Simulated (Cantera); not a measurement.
A perfectly stirred reactor is fed with CH3OH : O2 : N2 = 0.0029 : 0.0093 : 1 (molar parts), equivalence ratio 0.47, at 5250 Torr; it is held at 1273 K, and followed from long to short residence time.

Cantera simulation using GRI-Mech 3.0 (53 species, 325 reactions); the numbers are that mechanism's predictions, not measurements. GRI-Mech 3.0 was tuned for natural gas; its chemistry of methanol as a main component is partial and can be far from experiment.

Predict: x(CH3OH) at τ = 0.980 s; x(O2) at τ = 0.980 s; x(CO2) at τ = 0.980 s; x(CH3OH) at τ = 26.0 ms; x(O2) at τ = 26.0 ms; x(CO2) at τ = 26.0 ms.


- x(CH3OH) at τ = 0.980 s = 1.97e-6
- x(O2) at τ = 0.980 s = 0.00492
- x(CO2) at τ = 0.980 s = 0.00279
- x(CH3OH) at τ = 26.0 ms = 2.54e-5
- x(O2) at τ = 26.0 ms = 0.00537
- x(CO2) at τ = 26.0 ms = 0.00200
